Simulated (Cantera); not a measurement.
## Low-pressure radical oxidation in H2/O2

An isothermal, constant-pressure homogeneous reactor starts with 0.383 % H2, 25.5 % O2, 74.0 % N2, 0.156 % H2O, equivalence ratio 0.0075, at 1323 K and 0.00180 bar.

Detailed kinetics in Cantera: the H2/O2 subset of GRI-Mech 3.0, which has no nitrogen chemistry. Radical loss at walls, strong at low pressure, is not modelled.

```json
[
 {"t (s)": "9.00e-6", "x H2": "0.00383", "x O2": "0.255", "x OH": "<1e-12", "x HO2": "9.01e-12", "x O": "<1e-12"},
 {"t (s)": "6.42e-5", "x H2": "0.00383", "x O2": "0.255", "x OH": "3.04e-12", "x HO2": "6.42e-11", "x O": "2.74e-12"},
 {"t (s)": "0.000457", "x H2": "0.00383", "x O2": "0.255", "x OH": "1.17e-10", "x HO2": "4.58e-10", "x O": "1.16e-10"},
 {"t (s)": "0.00326", "x H2": "0.00383", "x O2": "0.255", "x OH": "2.64e-9", "x HO2": "3.26e-9", "x O": "2.83e-9"},
 {"t (s)": "0.0232", "x H2": "0.00383", "x O2": "0.255", "x OH": "1.09e-7", "x HO2": "2.31e-8", "x O": "1.36e-7"},
 {"t (s)": "0.166", "x H2": "5.11e-5", "x O2": "0.251", "x OH": "0.000540", "x HO2": "3.43e-8", "x O": "0.00315"},
 {"t (s)": "1.18", "x H2": "3.04e-5", "x O2": "0.252", "x OH": "0.000489", "x HO2": "3.19e-8", "x O": "0.00313"},
 {"t (s)": "8.42", "x H2": "2.55e-5", "x O2": "0.252", "x OH": "0.000448", "x HO2": "2.94e-8", "x O": "0.00260"},
 {"t (s)": "60.0", "x H2": "9.61e-6", "x O2": "0.253", "x OH": "0.000276", "x HO2": "1.79e-8", "x O": "0.000953"}
]
```
x: mole fraction; the columns are a selection and need not sum to one.

Equilibrium at this temperature and pressure: H2 3.29e-8, O2 0.254, OH 1.62e-5, HO2 2.55e-9, O 3.18e-6 (gas phase only).
